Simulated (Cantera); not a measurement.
A freely propagating, adiabatic, planar premixed flame of 19.2 % H₂, 16.6 % O₂, 62.3 % N₂, 1.92 % H₂O, equivalence ratio 0.58, unburnt at 550 K and 48000 Pa; mixture-averaged transport, grid criteria slope 0.08 and curve 0.16, no radiation.

Cantera simulation using the H2/O2 subset of GRI-Mech 3.0, which has no nitrogen chemistry; the numbers are that mechanism's predictions, not measurements. Burning velocities carry a grid error of a few per cent, more on coarse grids. Lean hydrogen flames are cellular in practice and burn faster than this planar one.

Question: Predict: laminar burning velocity; thermal thickness; peak x(H); peak x(HO₂); peak x(OH).

Answer: 
| Item | Value |
|---|---|
| laminar burning velocity | 336 cm/s |
| thermal thickness | 1.05 mm |
| peak x(H) | 0.0228 |
| peak x(HO₂) | 0.000208 |
| peak x(OH) | 0.0104 |
